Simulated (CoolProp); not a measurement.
Vapour-liquid equilibrium of n-hexane (1) + dimethyl carbonate (2) at 302.1 K; x and y are mole fractions of (1).

Model: multi-fluid Helmholtz-energy mixture model, Thol 2019 and Zhou 2011; pair parameters Bell 2016, in CoolProp.

```csv
x,bubble pressure (MPa),y at the bubble point,dew pressure at overall composition x (MPa),liquid density (mol/L)
0.05,0.01527,0.443,0.009312,11.43
0.125,0.02068,0.610,0.01007,10.98
0.2,0.02331,0.666,0.01095,10.57
0.275,0.02454,0.691,0.01200,10.18
0.35,0.02510,0.703,0.01327,9.818
0.425,0.02538,0.710,0.01483,9.481
0.5,0.02556,0.716,0.01679,9.166
0.575,0.02572,0.723,0.01929,8.874
0.65,0.02589,0.735,0.02251,8.601
0.725,0.02603,0.753,0.02575,8.347
0.8,0.02604,0.783,0.02598,8.111
0.875,0.02576,0.832,0.02537,7.891
0.95,0.02493,0.914,0.02450,7.685
```

y crosses x between x = 0.725 and 0.8: the model has an azeotrope there.

The pair parameters rest on a limited set of measurements; away from them the model extrapolates. With so large a gap from Raoult's law the liquid may split in two, which this calculation doesn't test in full.
